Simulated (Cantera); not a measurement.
A perfectly stirred reactor is fed with 12.0 % CH4, 18.5 % O2, 69.5 % N2, at 0.930 bar; it is adiabatic with a 375 K inlet, and is followed from long to short residence time, starting on the burning branch (τ in s: 0.073, 0.032, 0.014, 0.0062, 0.0027, 0.0012, 0.00052, 0.00023, 9.9e-05, 4.3e-05).

Detailed kinetics in Cantera: GRI-Mech 3.0 (53 species, 325 reactions).

Problem. Predict: blow-out, bracketed by the residence times tried; x(CH4) at τ = 73.0 ms; x(O2) at τ = 73.0 ms; x(OH) at τ = 73.0 ms; x(N2O) at τ = 73.0 ms; x(HCN) at τ = 73.0 ms; x(CH4) at τ = 1.20 ms; x(O2) at τ = 1.20 ms; x(OH) at τ = 1.20 ms; x(N2O) at τ = 1.20 ms; x(HCN) at τ = 1.20 ms.

Solution. 
| Item | Result |
|---|---|
| blow-out, bracketed by the residence times tried | burning at 0.230 ms, out at 99.0 µs |
| x(CH4) at τ = 73.0 ms | 3.11e-5 |
| x(O2) at τ = 73.0 ms | 0.000145 |
| x(OH) at τ = 73.0 ms | 0.00100 |
| x(N2O) at τ = 73.0 ms | 1.47e-8 |
| x(HCN) at τ = 73.0 ms | 8.20e-6 |
| x(CH4) at τ = 1.20 ms | 0.000274 |
| x(O2) at τ = 1.20 ms | 0.00222 |
| x(OH) at τ = 1.20 ms | 0.00284 |
| x(N2O) at τ = 1.20 ms | 5.55e-8 |
| x(HCN) at τ = 1.20 ms | 5.28e-5 |
